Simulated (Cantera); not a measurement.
Input: 1 mol Fe₂O₃, 1.8 mol CO, 0.16 mol N₂, at 0.133 bar.

Equilibrium computed with Cantera from the NASA thermochemical tables; the gas is ideal and each condensed phase is pure. Candidate condensed phases: C, Fe, Fe(CO)₅, FeO, Fe₂O₃, Fe₃O₄; 27 gas species. The tables' stoichiometric FeO is somewhat more stable than real wüstite, so its field is too wide. FeO: taken at fixed stoichiometry. Equilibrium is a limit: real reactors are often held back by kinetics, nucleation or transport.

Q: Which condensed phases are stable at each of these points (T (°C)): 877, 927, 977, 1027, 1077, 1127, 1177, 1227, 1277, 1327, 1377, 1427, 1477, 1527?

A: 
```tsv
T (°C)	condensed phases	Fe condensed (%)
877	FeO(s)	100.0
927	FeO(s)	100.0
977	FeO(s)	100.0
1027	FeO(s)	100.0
1077	FeO(s)	100.0
1127	FeO(s)	100.0
1177	FeO(s)	100.0
1227	FeO(s)	100.0
1277	FeO(s)	100.0
1327	FeO(s)	100.0
1377	FeO(l)	100.0
1427	FeO(l)	100.0
1477	FeO(l)	100.0
1527	FeO(l)	100.0
```

From 877 °C to 1327 °C the condensed part is FeO(s). From 1377 °C to 1527 °C the condensed part is FeO(l).
